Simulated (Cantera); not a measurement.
A closed system holds: 1 mol CCl4, 0.18 mol Si, 2.2 mol H2, 0.012 mol CH4, at 2975 °C and 100000 Pa.

Cantera equilibrium calculation (NASA polynomials, part measured and part estimated; ideal gas, pure solids and liquids). Candidate condensed phases: C, C6H6, C7H8, C8H18, Si, SiC; 109 gas species. The tables' values for SiCl, SiCl3, CCl are old estimates; treat these amounts as uncertain. Gases not in the tables: Si2H6 and higher silanes. Rates play no part.

**Question.** What is the equilibrium state?

**Answer.** 
- x(HCl) = 0.438
- x(Cl) = 0.267
- x(H2) = 0.123
- x(H) = 0.112
- x(SiCl2) = 0.0185
- x(C2H2 (acetylene)) = 0.0149
- x(SiC2) = 0.00596
- x(Si) = 0.00456
- x(SiCl) = 0.00405
- n(C(graphite)) = 0.651 mol
- gas amount = 5.336 mol
- log10 activity of Si(l) (absent) = -1.88
